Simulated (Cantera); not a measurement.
Charge: 1 mol toluene, 0.94 mol H₂O, 0.53 mol N₂, held at 1.10 mbar.

Equilibrium computed with Cantera from the NASA thermochemical tables; the gas is ideal and each condensed phase is pure. Candidate condensed phases: C, C₆H₆, C₇H₈, C₈H₁₈, H₂O; 136 gas species. Equilibrium is a limit: real reactors are often held back by kinetics, nucleation or transport.

x: gas mole fraction; n: condensed amount in mol.

```csv
T (°C),x H₂,x H,x CO,x N₂,x C₃,x HCN,n C(graphite)
1575,0.757,0.0139,0.146,0.0811,4.34e-10,0.00191,6.04
1675,0.743,…,0.144,0.0799,…,…,6.03
1775,0.717,0.0572,0.142,0.0781,7.99e-8,0.00420,6.02
1875,0.675,0.103,0.139,0.0753,7.46e-7,0.00572,6.00
1975,0.611,0.173,0.134,0.0715,5.68e-6,0.00734,5.97
2075,0.524,0.270,0.127,0.0666,3.62e-5,0.00882,5.94
2175,…,…,0.118,…,…,0.00988,5.90
2275,0.304,0.514,0.109,0.0549,0.000940,0.0103,5.84
2375,0.200,0.627,0.0996,0.0494,0.00396,0.00998,5.70
2475,0.119,0.705,0.0915,0.0443,0.0150,0.00901,5.26
```

### Question
Fill in the missing entries.

### Answer

- 1675, x H: 0.0294
- 1675, x C₃: 6.76e-9
- 1675, x HCN: 0.00291
- 2175, x H₂: 0.418
- 2175, x H: 0.388
- 2175, x N₂: 0.0609
- 2175, x C₃: 0.000198
